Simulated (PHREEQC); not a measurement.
Solution (25 °C): 160 mmol/kgw Na2SO4 and 180 mmol/kgw LiCl. Closed to the air; pH follows from the charge balance.

All values are PHREEQC results (ion-association model, wateq4f.dat), not measurements.

Precipitation was switched off in this run.

Problem. What ionic strength does the model give?

Solution. ionic strength 0.563 mol/kgw.

Problem. In which forms is Na present?

Solution. Na+ 90 %, NaSO4- 10 % of the Na.

Species that the database lacks are ignored.
